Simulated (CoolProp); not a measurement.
Vapour-liquid equilibrium of CH2F2 (R32) (1) + propylene (2) at 694 kPa; x and y are mole fractions of (1).

Values from CoolProp's multi-fluid Helmholtz-energy mixture model, Tillner-Roth 1997 and Lemmon 2013; pair parameters Bell 2016.

Give the bubble temperature and the first vapour's composition at x = 0.15, 0.45, 0.55. Is there an azeotrope?

x = 0.15: -4.8 °C, y = 0.338; x = 0.45: -10.9 °C, y = 0.559; x = 0.55: -11.3 °C, y = 0.598. y crosses x between x = 0.55 and 0.65: the model has an azeotrope there.

Pair parameters are fitted to limited data, so mixtures are less certain than the pure fluids.
